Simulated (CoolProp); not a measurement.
The numbers come from the reference Helmholtz-energy equation of state, Thol 2014 in CoolProp.

Task: For diethyl ether, give the phase and the cv (kJ/(kg K)), isothermal compressibility (1/MPa), expansivity (1/kK), fugacity coefficient at 274.85 °C and 5.08 MPa.

Result: 
- 274.85 °C and 5.08 MPa: supercritical; cv 2.36, isothermal compressibility 0.293, expansivity 6.10, fugacity coefficient 0.750
